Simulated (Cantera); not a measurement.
A diamond (100) surface in a fixed gas of H2 with x(CH4) = 0.0085, x(H) = 0.0043, x(CH3) = 0.00091, 0.130 bar; coverages are run to steady state.

Computed with Cantera and the Harris–Goodwin 1993 mechanism for the reconstructed diamond (100) surface.

One state of this run: growth (µm/h) = 29.9; θ c6HH = 0.374; θ c6H* = 0.0511; θ c6*H = 0.523; θ c6** = 0.0431; θ c6HM = 0.00315. θ: site fractions in the mechanism's names (c6HH fully hydrogenated, c6H* and c6*H radical sites, c6** diradical, c6HM methylated).

Task: Which value of T (K) does it belong to?
A. 950
B. 1175
C. 1250
D. 1325

Result: D, 1325
